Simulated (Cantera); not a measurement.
A counterflow diffusion flame at 0.950 bar, nozzles 20 mm apart: fuel side 100 % H2 at 350 K, oxidiser side 17.0 % O2, 83.0 % N2 at 798 K, fuel mass flux 0.39 times the oxidiser's; mixture-averaged transport, no radiation.

Detailed kinetics in Cantera: the H2/O2 subset of GRI-Mech 3.0, which has no nitrogen chemistry. The maximum strain rate includes the flame's own expansion and is several times the mean.

x: mole fraction; the columns are a selection and need not sum to one.

```json
[
 {"oxidiser flux (kg/m²/s)": "0.57", "max strain (1/s)": "856", "mean strain (1/s)": "238", "T max (K)": "2320", "peak x OH": "0.0173", "peak x H": "0.0193", "peak x H2O": "0.230", "peak x HO2": "3.92e-5"},
 {"oxidiser flux (kg/m²/s)": "0.94", "max strain (1/s)": "1390", "mean strain (1/s)": "393", "T max (K)": "2246", "peak x OH": "0.0173", "peak x H": "0.0231", "peak x H2O": "0.226", "peak x HO2": "5.09e-5"},
 {"oxidiser flux (kg/m²/s)": "1.6", "max strain (1/s)": "2310", "mean strain (1/s)": "669", "T max (K)": "2164", "peak x OH": "0.0171", "peak x H": "0.0276", "peak x H2O": "0.223", "peak x HO2": "6.32e-5"},
 {"oxidiser flux (kg/m²/s)": "2.6", "max strain (1/s)": "?", "mean strain (1/s)": "1090", "T max (K)": "2081", "peak x OH": "0.0166", "peak x H": "?", "peak x H2O": "0.220", "peak x HO2": "?"},
 {"oxidiser flux (kg/m²/s)": "4.2", "max strain (1/s)": "6010", "mean strain (1/s)": "1760", "T max (K)": "1994", "peak x OH": "0.0157", "peak x H": "0.0374", "peak x H2O": "0.216", "peak x HO2": "8.73e-5"},
 {"oxidiser flux (kg/m²/s)": "7", "max strain (1/s)": "9960", "mean strain (1/s)": "2930", "T max (K)": "1894", "peak x OH": "0.0143", "peak x H": "0.0424", "peak x H2O": "0.212", "peak x HO2": "9.80e-5"},
 {"oxidiser flux (kg/m²/s)": "12", "max strain (1/s)": "?", "mean strain (1/s)": "5020", "T max (K)": "1797", "peak x OH": "?", "peak x H": "?", "peak x H2O": "0.207", "peak x HO2": "?"}
]
```

### Question
What belongs in the gaps?

### Answer

- 2.6, max strain (1/s): 3750
- 2.6, peak x H: 0.0323
- 2.6, peak x HO2: 7.52e-5
- 12, max strain (1/s): 17100
- 12, peak x OH: 0.0129
- 12, peak x H: 0.0483
- 12, peak x HO2: 0.000108
